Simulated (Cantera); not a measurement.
Feed: 1 mol SiCl4, 39 mol N2O, 0.12 mol H2, equilibrated at 7.50 Torr.

These are equilibrium values from Cantera (NASA tables, ideal gas, pure condensed phases), not measurements of a reactor. Candidate condensed phases: H2O, NH4Cl, Si, SiO2, Si2N2O, Si3N4; 47 gas species. The tables hold silica as quartz up to 1696 K and as liquid above; real silica turns to tridymite and cristobalite and melts near 1996 K. Rates play no part.

Question: Which condensed phases are stable at each of these points (T (°C)): 327, 427, 527, 627, 727, 827, 927, 1027, 1127, 1227?

Answer: 
```csv
T (°C),condensed phases,Si condensed (%)
327,SiO2(α-quartz),100.0
427,SiO2(α-quartz),100.0
527,SiO2(α-quartz),100.0
627,SiO2(β-quartz),100.0
727,SiO2(β-quartz),100.0
827,SiO2(β-quartz),100.0
927,SiO2(β-quartz),100.0
1027,SiO2(β-quartz),100.0
1127,SiO2(β-quartz),100.0
1227,SiO2(β-quartz),100.0
```

From 327 °C to 527 °C the condensed part is SiO2(α-quartz). From 627 °C to 1227 °C the condensed part is SiO2(β-quartz).
